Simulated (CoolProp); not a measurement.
Aqueous ethanol as a coolant, 33 % by mass, freezing at -23.0 °C, 1 atm.

Computed with CoolProp (Melinder's fits for secondary coolants).

| T (°C) | density (kg/m³) | conductivity (W/(m K)) | Prandtl number | cp (kJ/(kg K)) |
|---|---|---|---|---|
| -19 | 970.1 | 0.373 | 253 | 3.968 |
| -13.9 | 967.9 | 0.375 | 175 | 4.004 |
| -8.8 | 965.4 | 0.378 | ___ | 4.036 |
| -3.7 | 962.8 | 0.381 | 91.1 | 4.065 |
| 1.4 | ___ | 0.384 | 68.5 | 4.091 |
| 6.5 | 957.2 | 0.387 | 52.7 | 4.114 |
| 11.6 | ___ | ___ | 41.4 | 4.134 |
| 16.7 | 950.9 | 0.393 | 33.2 | 4.153 |
| 21.8 | 947.6 | 0.396 | 27.1 | 4.170 |
| 26.9 | 944.2 | 0.399 | 22.4 | 4.186 |
| 32 | 940.7 | 0.402 | 18.8 | 4.201 |
| 37.1 | 937.1 | 0.405 | 15.9 | 4.216 |

Question: Fill in the missing entries.

Answer: 
- -8.8, Prandtl number: 124
- 1.4, density (kg/m³): 960.1
- 11.6, density (kg/m³): 954.1
- 11.6, conductivity (W/(m K)): 0.390
